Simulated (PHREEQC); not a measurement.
Solution (72 °C): 10 mmol/kgw CuCl2, 12 mmol/kgw HNO3 and 1.7 mmol/kgw KCl. Closed to the air; pH follows from the charge balance.

Equilibrium calculation in PHREEQC: ion-association model, phreeqc.dat.

### Question
The ionic strength comes out as 0.0405 mol/kgw. What activity coefficients do NO3-, K+, Cl-, Cu+2, H+ get?

### Answer
NO3- 0.81, K+ 0.81, Cl- 0.81, Cu+2 0.48, H+ 0.85.

Precipitation was switched off in this run. Complexes and solids missing from the database can't appear. Constants without temperature data keep their 25 °C values here.
